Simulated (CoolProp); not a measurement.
A closed Brayton cycle with nitrogen: compressor inlet 315.15 K and 2.5 MPa, high pressure 8.11 MPa, turbine inlet 935 K, compressor efficiency 0.85, turbine efficiency 0.9, recuperator effectiveness 0.95 (on enthalpy, no pinch check). Each further row changes one setting.

Model: reference Helmholtz-energy equation of state, Span 2000, in CoolProp.

```json
[
 {"case": "as stated", "thermal efficiency (%)": "37.0", "net work (kJ/kg)": "101", "compressor to turbine work": "0.61", "compressor exit (K)": "464.3", "turbine exit (K)": "710.5"},
 {"case": "turbine inlet 885 K", "thermal efficiency (%)": "33.9", "net work (kJ/kg)": "87.2", "compressor to turbine work": "0.64", "compressor exit (K)": "464.3", "turbine exit (K)": "670.6"},
 {"case": "compressor inlet 325.15 K", "thermal efficiency (%)": "35.3", "net work (kJ/kg)": "96.1", "compressor to turbine work": "0.63", "compressor exit (K)": "478.8", "turbine exit (K)": "710.5"},
 {"case": "high pressure 6.89 MPa", "thermal efficiency (%)": "38.8", "net work (kJ/kg)": "95.1", "compressor to turbine work": "0.58", "compressor exit (K)": "440.5", "turbine exit (K)": "738.1"},
 {"case": "recuperator effectiveness 0.5", "thermal efficiency (%)": "25.7", "net work (kJ/kg)": "101", "compressor to turbine work": "0.61", "compressor exit (K)": "464.3", "turbine exit (K)": "710.5"}
]
```
